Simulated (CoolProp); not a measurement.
Sulfur hexafluoride at 293.15 K and 0.727 MPa flows at 0.2 m/s in a round tube of 10 mm bore and 45 µm roughness, fully developed (64/Re and Nu = 3.66 if laminar; Colebrook and Gnielinski if turbulent). Each further row changes one setting.

The numbers come from the reference Helmholtz-energy equation of state, Guder 2009 in CoolProp.

```json
[
 {"case": "as stated", "Reynolds number": "6330", "Darcy friction factor": "0.0401", "pressure drop (Pa/m)": "3.85", "heat-transfer coefficient (W/(m² K))": "32.0", "mass flow (kg/h)": "2.71"},
 {"case": "velocity 0.4 m/s", "Reynolds number": "12700", "Darcy friction factor": "0.0357", "pressure drop (Pa/m)": "13.7", "heat-transfer coefficient (W/(m² K))": "61.8", "mass flow (kg/h)": "5.43"},
 {"case": "diameter 20 mm", "Reynolds number": "12700", "Darcy friction factor": "0.0326", "pressure drop (Pa/m)": "1.57", "heat-transfer coefficient (W/(m² K))": "28.1", "mass flow (kg/h)": "10.9"}
]
```

Viscosity comes from a separate model (Quiñones-Cisneros 2012). Thermal conductivity comes from a separate model (Assael 2012).
